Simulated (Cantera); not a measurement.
# Hydrocarbon pyrolysis for carbon deposition

A perfectly stirred reactor is fed with 3.70 % C2H6, 96.3 % N2, at 0.0900 Torr; it is held at 1675 K, and followed from long to short residence time.

Detailed kinetics in Cantera: GRI-Mech 3.0 (53 species, 325 reactions). GRI-Mech 3.0 stops at C3 and has no aromatics, soot or wall deposition, so with more carbon than oxygen in the feed, carbon stays in small species such as C2H2 where larger ones or solid carbon would form. Radical loss at walls, strong at low pressure, is not modelled.

```csv
τ (s),x C2H6,x H2,x CH3,x CH4,x CH2
0.95,0.00140,0.0428,0.00550,0.00891,3.33e-5
0.22,0.00533,0.0274,0.0105,0.00758,4.77e-5
0.053,0.0169,0.0107,0.0137,0.00281,4.41e-5
0.012,0.0316,0.00106,0.00722,0.000304,1.25e-5
0.0029,0.0359,1.43e-5,0.00215,2.16e-5,5.39e-7
0.00069,0.0368,1.23e-7,0.000533,1.27e-6,8.44e-9
0.00016,0.0370,3.16e-9,0.000125,6.90e-8,9.67e-11
```
x: mole fraction; the columns are a selection and need not sum to one.
